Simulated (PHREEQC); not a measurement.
1 kg of water holding 28 mmol/kgw Na2CO3, 12 mmol/kgw NaOH and 55 mmol/kgw NaCl is evaporated at 30 °C; the solids stay in contact with the brine. CO2 is held at log p = -3.4 (atm). Solids allowed: Halite, Nahcolite, Natron, Trona. Others were left out.

Equilibrium calculation in PHREEQC: Pitzer model, pitzer.dat.

```json
[
 {"water left (kg)": "0.9998", "ionic strength": "0.142", "water activity": "0.996", "Halite (mol)": "0", "Trona (mol)": "0"},
 {"water left (kg)": "0.5551", "ionic strength": "0.262", "water activity": "[?]", "Halite (mol)": "0", "Trona (mol)": "0"},
 {"water left (kg)": "0.3082", "ionic strength": "0.481", "water activity": "0.989", "Halite (mol)": "0", "Trona (mol)": "0"},
 {"water left (kg)": "0.1711", "ionic strength": "[?]", "water activity": "0.981", "Halite (mol)": "0", "Trona (mol)": "0"},
 {"water left (kg)": "0.09504", "ionic strength": "1.60", "water activity": "[?]", "Halite (mol)": "0", "Trona (mol)": "0"},
 {"water left (kg)": "0.0528", "ionic strength": "2.90", "water activity": "0.940", "Halite (mol)": "0", "Trona (mol)": "0"},
 {"water left (kg)": "0.02936", "ionic strength": "5.25", "water activity": "0.886", "Halite (mol)": "0", "Trona (mol)": "0"},
 {"water left (kg)": "0.01591", "ionic strength": "6.92", "water activity": "0.813", "Halite (mol)": "0", "Trona (mol)": "0.0101"},
 {"water left (kg)": "0.008268", "ionic strength": "7.36", "water activity": "0.743", "Halite (mol)": "0.00895", "Trona (mol)": "0.0193"},
 {"water left (kg)": "0.004178", "ionic strength": "7.36", "water activity": "0.743", "Halite (mol)": "0.0317", "Trona (mol)": "0.0210"}
]
```

Problem. Some entries are withheld; supply them.

Solution. 
- 0.5551, water activity: 0.994
- 0.1711, ionic strength: 0.879
- 0.09504, water activity: 0.966

Complexes and solids missing from the database can't appear.
